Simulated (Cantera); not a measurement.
Feed: 1 mol SiH₄, 27 mol N₂, at 0.00840 bar.

Equilibrium computed with Cantera from the NASA thermochemical tables; the gas is ideal and each condensed phase is pure. Candidate condensed phases: Si, Si₃N₄; 18 gas species. Rates play no part.

Over these rows the condensed part is Si₃N₄(s). Partial pressures as log10 of bar:

| T (K) | 1000/T (1/K) | log p Si | log p N₂ | log p H₂ |
|---|---|---|---|---|
| 1623 | 0.6161 | -7.64 | -2.11 | -3.23 |
| 1648 | 0.6068 | -7.30 | -2.11 | -3.23 |
| 1673 | 0.5977 | -6.98 | -2.11 | -3.23 |
| 1698 | 0.5889 | ? | -2.11 | -3.23 |
| 1723 | 0.5804 | -6.35 | -2.11 | -3.23 |
| 1748 | 0.5721 | -6.06 | -2.11 | -3.23 |

**Question.** Fit log p(Si) = a + b·(1000/T) to the five rows, give the apparent enthalpy, and predict the row at 1698 K.

**Answer.** Means: 1000/T = 0.5946, log p = -6.866. Sxy = -0.047751, Sxx = 0.0013286, so b = -35.94 and a = -6.866 − (-35.94)×0.5946 = 14.50.
Apparent enthalpy: −19.145 × (-35.94) = 688 kJ/mol. With the condensed phases at unit activity, 1/3 Si₃N₄(s) = Si(g) + 2/3 N₂(g) links this pressure to the main gases: over the six rows their terms move log p by +0.00 in all, so the slope is close to that reaction's ΔH°. The five rows lie within 0.01 of the line.
Prediction at 1698 K: 14.50 + (-35.94)×0.5889 = -6.67. The computed value is -6.66, 0.01 from the line.
